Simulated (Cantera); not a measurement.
Low-pressure radical oxidation in H2/O2

An isothermal, constant-pressure homogeneous reactor starts with H2 : O2 = 0.047 : 1 (molar parts), at 1400 K and 0.00148 atm.

Computed with Cantera and the H2/O2 subset of GRI-Mech 3.0, which has no nitrogen chemistry. Radical loss at walls, strong at low pressure, is not modelled. The temperature is held fixed by assumption; the heat of reaction is taken as removed at once.

| t (s) | x H2 | x O2 | x H2O | x H | x OH | x O | x HO2 |
|---|---|---|---|---|---|---|---|
| 2.00e-5 | 0.0449 | 0.955 | 1.68e-12 | 2.14e-9 | 1.20e-10 | 1.21e-10 | 2.26e-9 |
| 9.86e-5 | 0.0449 | 0.955 | 1.75e-10 | 8.78e-9 | 2.47e-9 | 2.52e-9 | 1.11e-8 |
| 0.000486 | 0.0449 | 0.955 | 1.37e-8 | 2.94e-8 | 3.60e-8 | 3.92e-8 | 5.48e-8 |
| 0.00240 | 0.0449 | 0.955 | 1.30e-6 | 4.27e-7 | 9.53e-7 | 1.15e-6 | 2.70e-7 |
| 0.0118 | 0.00978 | 0.926 | 0.0276 | 0.00609 | 0.00898 | 0.0215 | 2.30e-7 |
| 0.0584 | 0.000693 | 0.916 | 0.0391 | 0.00480 | 0.00539 | 0.0340 | 1.94e-7 |
| 0.288 | 0.000674 | 0.917 | 0.0393 | 0.00458 | 0.00531 | 0.0329 | 1.93e-7 |
| 1.42 | 0.000586 | 0.922 | 0.0402 | 0.00365 | 0.00497 | 0.0282 | 1.84e-7 |
| 7.00 | 0.000316 | 0.937 | 0.0427 | 0.00137 | 0.00368 | 0.0145 | 1.45e-7 |
x: mole fraction; the columns are a selection and need not sum to one.

Equilibrium at this temperature and pressure: H2 5.51e-7, O2 0.954, H2O 0.0458, H 9.39e-8, OH 0.000155, O 2.40e-5, HO2 3.75e-8 (gas phase only).
